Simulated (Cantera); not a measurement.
A closed system holds: 1 mol SiH4, 0.83 mol N2, at 1625 K and 100 Torr.

Equilibrium computed with Cantera from the NASA thermochemical tables; the gas is ideal and each condensed phase is pure. Candidate condensed phases: Si, Si3N4; 18 gas species. Equilibrium is a limit: real reactors are often held back by kinetics, nucleation or transport.

What is the equilibrium state?


```
Quantity                              Value
--------------------------------  ---------
x(H2)                                 0.924
x(N2)                                0.0755
x(H)                               0.000186
x(NH3)                              1.42e-6
n(Si3N4(s))                       0.333 mol
gas amount                        2.164 mol
log10 activity of Si(s) (absent)      -0.90
```
